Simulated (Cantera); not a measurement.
Charge: 1 mol C3H6, 0.036 mol O2, 3.7 mol N2, 0.34 mol CO2, at 1700 °C and 34.0 bar.

Cantera equilibrium calculation (NASA polynomials, part measured and part estimated; ideal gas, pure solids and liquids). Candidate condensed phases: C, C6H6, C7H8, C8H18, H2O; 136 gas species. The ideal-gas law is rough above about 30 bar. Equilibrium is a limit: real reactors are often held back by kinetics, nucleation or transport.

Base state: N2 0.495, H2 0.395, CO 0.101, HCN 0.00585, CH4 0.00242, HNC 0.000316, C2H2 (acetylene) 0.000253, H2O 0.000177 (mole fractions); condensed: C(graphite).

Q: What changes in the equilibrium state with this change: temperature from 1700 °C to 1027 °C?

A: 
| species | before | after |
|---|---|---|
| N2 | 0.495 | 0.518 |
| H2 | 0.395 | 0.346 |
| CO | 0.101 | 0.0924 |
| CH4 | 0.00242 | 0.0319 |
| H | 0.000145 | 1.12e-7 |
| C2H2 (acetylene) | 0.000253 | 1.99e-7 |
| HNC | 0.000316 | 6.99e-7 |
| C(graphite), mol | 2.52 | 2.44 |
